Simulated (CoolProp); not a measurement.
Vapour-liquid equilibrium of propylene (1) + dimethyl ether (2) at 0.0163 MPa; x and y are mole fractions of (1).

Model: multi-fluid Helmholtz-energy mixture model, Lemmon 2013 and Wu 2011; pair parameters Bell 2016, in CoolProp.

Q: Give the bubble temperature and the first vapour's composition at x = 0.05, 0.15, 0.95. Is there an azeotrope?

A: x = 0.05: 210.5 K, y = 0.196; x = 0.15: 206.3 K, y = 0.452; x = 0.95: 192.6 K, y = 0.982. No azeotrope shows between x = 0.05 and 0.95.

The pair parameters rest on a limited set of measurements; away from them the model extrapolates.
